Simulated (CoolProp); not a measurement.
Saturated liquid density (kg/m³) of water: the reference equation beside estimates from Tc = 647.1 K, pc = 220.6 bar, ω = 0.344. Rackett uses Z = 0.29056 − 0.08775 ω.

Model: reference Helmholtz-energy equation of state, Wagner 2002, in CoolProp.

| T (K) | reference | Rackett | van der Waals | Soave-Redlich-Kwong | Peng-Robinson |
|---|---|---|---|---|---|
| 428.4 | 912.0 | … | 435.2 | 667.8 | 754.9 |
| 442.9 | 897.7 | 747.0 | 427.3 | 655.1 | … |
| 457.3 | 882.5 | … | 419.2 | 641.6 | 726.3 |
| 471.8 | 866.2 | 716.8 | 410.7 | 627.1 | 710.4 |
| 486.2 | 849.0 | 700.9 | 401.8 | 611.7 | 693.4 |
| 500.7 | 830.4 | 684.2 | 392.4 | 595.1 | 675.0 |
| 515.1 | 810.6 | 666.9 | 382.6 | 577.4 | 655.3 |
| 529.6 | 789.1 | 648.5 | 372.1 | 558.2 | 633.6 |
| 544 | 766.0 | 629.2 | 360.9 | 537.5 | 610.1 |

Problem. Fill in the missing entries.

Solution. 
- 428.4, Rackett: 761.5
- 442.9, Peng-Robinson: 741.0
- 457.3, Rackett: 732.2

Absolute difference from the reference over all 9 rows, mean and median: Rackett 17.3 and 17.4 %, van der Waals 52.6 and 52.7 %, Soave-Redlich-Kwong 28.1 and 28.0 %, Peng-Robinson 18.5 and 18.3 %.
